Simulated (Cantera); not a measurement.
Charge: 1 mol TEOS, 0.25 mol NO, 77 mol N₂, held at 1700 °C and 5.10 Pa.

Equilibrium computed with Cantera from the NASA thermochemical tables; the gas is ideal and each condensed phase is pure. Candidate condensed phases: C, C₆H₆, C₇H₈, C₈H₁₈, H₂O, Si, SiC, SiO₂, Si₂N₂O, Si₃N₄; 151 gas species. The feed counts by its element totals alone. The tables' values for SiN are old estimates; treat these amounts as uncertain. Rates play no part.

Base state: N₂ 0.811, H₂ 0.0774, H 0.0525, CO 0.0447, Si 0.00987, HCN 0.00332, SiC₂ 0.000359, HNC 0.000179 (mole fractions); condensed: C(graphite).

What changes in the equilibrium state with this change: temperature from 1700 °C to 1052 °C?


| species | before | after |
|---|---|---|
| N₂ | 0.811 | 0.844 |
| H₂ | 0.0774 | 0.109 |
| CO | 0.0447 | 0.0465 |
| H | 0.0525 | 7.57e-5 |
| SiO | 0.000126 | 3.96e-5 |
| Si | 0.00987 | 6.22e-9 |
| SiC₂ | 0.000359 | <1e-9 |
| C(graphite), mol | 3.34 | 2.75 |
| SiC(s), mol | 0 | 0.996 |
